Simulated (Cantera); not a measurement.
An adiabatic, constant-pressure homogeneous reactor starts with CO : H₂ : O₂ : N₂ = 1 : 0.47 : 0.565 : 2.13 (molar parts), equivalence ratio 1.3, at 1175 K and 17.0 bar. Integrator tolerance rtol = 1e-08.

Model: GRI-Mech 3.0 (53 species, 325 reactions), integrated in Cantera. The hydrogen kinetics of GRI-Mech 3.0 are dated; newer H2 mechanisms differ, most at raised pressure. The pressure lies above the range GRI-Mech 3.0 was tuned for (to about 10 atm).

Q: What does this change do: constant volume in place of constant pressure?

A: 
```tsv
quantity	before	after
time of steepest temperature rise	69.6 µs	64.0 µs
temperature at 9.00 s	2907 K	3132 K
equilibrium temperature	2907 K	3132 K
x(CO) at 9.00 s	0.109 (gas-phase equilibrium 0.109)	0.121 (gas-phase equilibrium 0.121)
x(H₂) at 9.00 s	0.0103 (gas-phase equilibrium 0.0103)	0.0112 (gas-phase equilibrium 0.0112)
x(O₂) at 9.00 s	0.00733 (gas-phase equilibrium 0.00733)	0.0107 (gas-phase equilibrium 0.0107)
x(N₂O) at 9.00 s	1.35e-6 (gas-phase equilibrium 1.35e-6)	3.31e-6 (gas-phase equilibrium 3.31e-6)
x(H₂O₂) at 9.00 s	5.90e-7 (gas-phase equilibrium 5.90e-7)	1.47e-6 (gas-phase equilibrium 1.47e-6)
x(NO) at 9.00 s	0.00681 (gas-phase equilibrium 0.00681)	0.0107 (gas-phase equilibrium 0.0107)
```
Above 3000 K some thermodynamic fits are extrapolated.

Q: What does this change do: initial temperature 1175 to 950 K?

A: 
```csv
quantity,before,after
time of steepest temperature rise,69.6 µs,9.31 ms
temperature at 9.00 s,2907 K,2804 K
equilibrium temperature,2907 K,2804 K
x(CO) at 9.00 s,0.109 (gas-phase equilibrium 0.109),0.100 (gas-phase equilibrium 0.100)
x(H₂) at 9.00 s,0.0103 (gas-phase equilibrium 0.0103),0.00950 (gas-phase equilibrium 0.00950)
x(O₂) at 9.00 s,0.00733 (gas-phase equilibrium 0.00733),0.00429 (gas-phase equilibrium 0.00429)
x(N₂O) at 9.00 s,1.35e-6 (gas-phase equilibrium 1.35e-6),9.06e-7 (gas-phase equilibrium 9.06e-7)
x(H₂O₂) at 9.00 s,5.90e-7 (gas-phase equilibrium 5.90e-7),3.93e-7 (gas-phase equilibrium 3.93e-7)
x(NO) at 9.00 s,0.00681 (gas-phase equilibrium 0.00681),0.00456 (gas-phase equilibrium 0.00456)
```
